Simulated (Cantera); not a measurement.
What does this Cantera script print?

```python
import numpy as np
import cantera as ct

gas_names = [...]  # 130 gases of nasa_gas.yaml made of C, H, Mg, O, S
cond_names = """
    C(gr) C6H6(L) C7H8(L) C8H18(L),n-octa H2O(s) H2O(L) H2SO4(L) Mg(cr) Mg(L) MgCO3(s) MgO(s) MgO(L)
    MgO2H2(s) MgS(s) MgSO4(s) MgSO4(L) S(cr1) S(cr2) S(L)
""".split()


# ... load() reads the species with a 1 bar reference pressure and builds the phases ...
atoms = {
    'MgCO3': {'Mg': 1, 'C': 1, 'O': 3},
    'SO2': {'S': 1, 'O': 2},
    'H2O': {'H': 2, 'O': 1},
}
top_T = {'C(gr)': 4500, 'MgS(s)': 2250}  # K; cautious upper limits of use, not melting points


# ... equilibrate(T, P, feed) seeds the gas with the atoms and calls Mixture.equilibrate('TP', solver="vcs", rtol=1e-11, max_steps=5000) ...
results = []
feed = {'MgCO3': 1, 'SO2': 1.8, 'H2O': 2.3}  # mol
T = 875  # K
for P in [1000, 4600, 21000, 96000, 440000, 2000000]:
    mix = equilibrate(T, P, feed)
    results.append((T, P, feed, dict(zip(mix.species_names, mix.species_moles))))
    x = sorted(zip(gas.X, gas.species_names), reverse=True)
    print(f"T = {T:g} K  P = {P:g} Pa  gas = {mix.phase_moles(0):.4g} mol")
    print("   x: " + "  ".join(f"{s} {v:.3e}" for v, s in x if v > 0.0001))
    print("   condensed (mol): " + ("  ".join(f"{mix.phase(i).name} {mix.phase_moles(i):.4g}"
          for i in range(1, mix.n_phases) if mix.phase_moles(i) > 1e-12) or "none"))
```

Result:

```
T = 875 K  P = 1000 Pa  gas = 5.1 mol
   x: H2O 4.510e-01  SO2 3.529e-01  CO2 1.961e-01
   condensed (mol): MgO(s) 1
T = 875 K  P = 4600 Pa  gas = 5.1 mol
   x: H2O 4.510e-01  SO2 3.529e-01  CO2 1.961e-01
   condensed (mol): MgO(s) 1  MgSO4(s) 7.867e-06
T = 875 K  P = 21000 Pa  gas = 5.1 mol
   x: H2O 4.510e-01  SO2 3.529e-01  CO2 1.961e-01
   condensed (mol): MgO(s) 0.9999  MgSO4(s) 6.001e-05
T = 875 K  P = 96000 Pa  gas = 5.097 mol
   x: H2O 4.511e-01  SO2 3.526e-01  CO2 1.962e-01
   condensed (mol): MgO(s) 0.9979  MgSO4(s) 0.002114
T = 875 K  P = 440000 Pa  gas = 4.615 mol
   x: H2O 4.807e-01  SO2 2.779e-01  CO2 2.165e-01  H2S 1.747e-02  S2 6.079e-03  S2O 1.035e-03  H2 1.685e-04
   condensed (mol): MgO(s) 0.6294  MgSO4(s) 0.3706
T = 875 K  P = 2e+06 Pa  gas = 3.78 mol
   x: H2O 5.379e-01  CO2 2.641e-01  SO2 1.141e-01  H2S 7.035e-02  S2 1.119e-02  S2O 1.531e-03  COS 4.200e-04  H2 2.346e-04  S8 1.627e-04
   condensed (mol): MgSO4(s) 1
```

Method: chemical equilibrium by Gibbs-energy minimisation in Cantera with the NASA 1993 tables (ideal gas, pure condensed phases). Gases not in the tables: S3 to S7.
